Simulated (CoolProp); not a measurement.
Vapour-liquid equilibrium of R245fa (1) + isopentane (2) at 380.8 K; x and y are mole fractions of (1).

Computed with CoolProp (multi-fluid Helmholtz-energy mixture model, Akasaka 2015 and Lemmon 2006; pair parameters Bell 2016).

```
x      bubble pressure, mixture model (kPa)  bubble pressure, Raoult's law (kPa)  y, mixture model  y, Raoult's law
-----  ------------------------------------  -----------------------------------  ----------------  ---------------
0.05                                  979.2                                880.9             0.146            0.085
0.125                                  1149                                929.3             0.295            0.201
0.2                                    1288                                977.8             0.395            0.306
0.275                                   [?]                                 1026             0.468            0.401
0.35                                   1490                                 1075             0.525            0.487
0.425                                  1559                                 1123             0.572            0.566
0.5                                    1611                                 1172             0.613            0.638
0.575                                  1649                                 1220             0.651            0.704
0.65                                   1674                                 1268             0.689            0.766
0.725                                  1685                                 1317               [?]            0.823
0.8                                     [?]                                 1365               [?]            0.876
0.875                                  1646                                 1414             0.837            0.925
0.95                                   1576                                 1462             0.920            0.971
```

Problem. Complete the blanks.

Solution. 
- 0.275, bubble pressure, mixture model (kPa): 1401
- 0.725, y, mixture model: 0.730
- 0.8, bubble pressure, mixture model (kPa): 1678
- 0.8, y, mixture model: 0.777

The largest gap from Raoult's law is +38.8 % in bubble pressure, at x = 0.425. y crosses x between x = 0.725 and 0.8: the model has an azeotrope there.

Pair parameters are fitted to limited data, so mixtures are less certain than the pure fluids.
